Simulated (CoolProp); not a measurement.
Sulfur hexafluoride along the isotherm 329 K: fugacity coefficient from the reference equation and from simpler models built on Tc = 318.7 K, pc = 3.755 MPa, ω = 0.210; each cubic takes its own stable root.

Values from CoolProp's reference Helmholtz-energy equation of state, Guder 2009.

| p (MPa) | phase | reference |
|---|---|---|
| 0.0594 | gas | 0.9952 |
| 0.122 | gas | 0.9902 |
| 0.25 | gas | 0.9800 |
| 0.514 | gas | 0.9591 |
| 1.06 | gas | 0.9161 |
| 2.17 | gas | 0.8301 |
| 4.45 | supercritical | 0.6491 |
| 9.14 | supercritical | 0.3971 |
| 18.8 | supercritical | 0.2805 |

How far does each simpler model (van der Waals, Redlich-Kwong, Soave-Redlich-Kwong, Peng-Robinson) lie from the reference over these 9 states: mean and median of the absolute difference, and the worst?


- van der Waals: mean 3.8 %, median 0.7 %, worst +21.4 % at 329 K and 18.8 MPa
- Redlich-Kwong: mean 0.7 %, median 0.3 %, worst +3.3 % at 329 K and 18.8 MPa
- Soave-Redlich-Kwong: mean 1.0 %, median 0.1 %, worst +5.6 % at 329 K and 18.8 MPa
- Peng-Robinson: mean 1.8 %, median 1.2 %, worst -4.5 % at 329 K and 18.8 MPa
